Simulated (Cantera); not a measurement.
A closed system holds: 1 mol Si, 2.1 mol Cl2, 14 mol H2, held at 750 °C and 100 Torr.

Cantera equilibrium calculation (NASA polynomials, part measured and part estimated; ideal gas, pure solids and liquids). Candidate condensed phases: Si; 19 gas species. The tables' values for SiCl3 are old estimates; treat these amounts as uncertain. Equilibrium is a limit: real reactors are often held back by kinetics, nucleation or transport.

Base state: H2 0.905, SiCl4 0.0511, HCl 0.0291, SiHCl3 0.0135, SiCl3 0.000900, SiH2Cl2 0.000393, SiCl2 0.000335 (mole fractions); condensed: gas only.

Problem. What changes in the equilibrium state with this change: Si replaced by SiCl4?

Solution. 
```csv
species,before,after
H2,0.905,0.694
HCl,0.0291,0.247
SiCl4,0.0511,0.0570
SiHCl3,0.0135,0.00136
SiH2Cl2,0.000393,3.57e-6
SiCl2,0.000335,3.97e-6
SiCl3,0.000900,0.000104
```
